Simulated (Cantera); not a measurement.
Input: 1 mol Fe, a varied amount of CO2, 67 mol H2, at 1475 K and 0.170 bar.

These are equilibrium values from Cantera (NASA tables, ideal gas, pure condensed phases), not measurements of a reactor. Candidate condensed phases: C, C6H6, C7H8, C8H18, Fe, Fe(CO)5, FeO, Fe(OH)2, Fe(OH)3, Fe2O3, Fe3O4, H2O; 114 gas species. Equilibrium is a limit: real reactors are often held back by kinetics, nucleation or transport.

x: gas mole fraction; n: condensed amount in mol.

```
n(CO2) (mol)   x H2    x H2O     x CO      x H  x CO2  n Fe(γ)
------------  -----  -------  -------  -------  -----  -------
0.08          0.998  0.00119  0.00119  3.14e-5    ___    1.000
0.14          0.996  0.00208  0.00208  3.14e-5    ___    1.000
0.2           0.994  0.00297  0.00297  3.14e-5    ___    1.000
0.26          0.992  0.00386  0.00386  3.13e-5    ___    1.000
0.32          0.990  0.00474  0.00474  3.13e-5    ___    1.000
0.38          0.989  0.00563  0.00563  3.13e-5    ___    1.000
0.44          0.987  0.00651  0.00651  3.13e-5    ___    1.000
```

### Question
Complete the blanks.

### Answer

- 0.08, x CO2: 5.74e-7
- 0.14, x CO2: 1.76e-6
- 0.2, x CO2: 3.58e-6
- 0.26, x CO2: 6.05e-6
- 0.32, x CO2: 9.15e-6
- 0.38, x CO2: 1.29e-5
- 0.44, x CO2: 1.73e-5
